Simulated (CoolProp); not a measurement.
R236EA at 298.15 K and 0.168 MPa is compressed adiabatically to 1.17 MPa with isentropic efficiency 0.9. Each further row changes one setting.

Model: reference Helmholtz-energy equation of state, Rui 2013, in CoolProp.

```json
[
 {"case": "as stated", "work (kJ/kg)": "32.4", "final temperature (K)": "359.8", "final phase": "(withheld)", "final density (kg/m³)": "84.3"},
 {"case": "efficiency 1", "work (kJ/kg)": "29.1", "final temperature (K)": "359.8", "final phase": "two-phase, vapour fraction 0.901", "final density (kg/m³)": "86.7"},
 {"case": "efficiency 0.65", "work (kJ/kg)": "44.8", "final temperature (K)": "(withheld)", "final phase": "gas", "final density (kg/m³)": "(withheld)"}
]
```

Task: Complete the blanks.

Result: 
- as stated, final phase: two-phase, vapour fraction 0.929
- efficiency 0.65, final temperature (K): 363.4
- efficiency 0.65, final density (kg/m³): 76.6
